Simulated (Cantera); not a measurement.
A closed system holds: 1 mol AlN, 0.022 mol H2, equilibrated at 3000 K and 2.70 Torr.

Equilibrium computed with Cantera from the NASA thermochemical tables; the gas is ideal and each condensed phase is pure. Candidate condensed phases: Al, AlN; 13 gas species. Kinetics and transport are ignored.

Base state: Al 0.648, N2 0.324, H 0.0282, N 0.000132, H2 0.000115, AlH 2.70e-5, Al2 1.42e-5 (mole fractions); condensed: gas only.

Problem. What changes in the equilibrium state with this change: AlN replaced by BN?

Solution. 
```
species   before     after
-------  -------  --------
B              0     0.644
N2         0.324     0.323
H         0.0282    0.0283
Al         0.648         0
BN             0   0.00417
B2             0  0.000305
BH             0   8.14e-5
AlH      2.70e-5         0
```
Further candidate phases: B, BN.

Problem. What changes in the equilibrium state with this change: temperature from 3000 K to 1848 K?

Solution. 
```json
[
 {"species": "H2", "before": "0.000115", "after": "0.942"},
 {"species": "Al", "before": "0.648", "after": "0.0324"},
 {"species": "N2", "before": "0.324", "after": "0.0166"},
 {"species": "H", "before": "0.0282", "after": "0.00858"},
 {"species": "N", "before": "0.000132", "after": "<1e-9"},
 {"species": "AlH", "before": "2.70e-5", "after": "0.000757"},
 {"species": "Al2", "before": "1.42e-5", "after": "2.72e-6"},
 {"species": "AlN(s), mol", "before": "0", "after": "0.999"}
]
```

Problem. What changes in the equilibrium state with this change: AlN replaced by TiC?

Solution. 
```tsv
species	before	after
H	0.0282	0.756
Ti	0	0.114
H2	0.000115	0.0825
Al	0.648	0
N2	0.324	0
C3	0	0.0274
C	0	0.00959
C2	0	0.00409
C2H	0	0.00375
C2H2 (acetylene)	0	0.00238
TiC(s), mol	0	0.995
```
TiC: taken at fixed stoichiometry. Further candidate phases: C, C6H6, C7H8, C8H18, Ti, TiC.
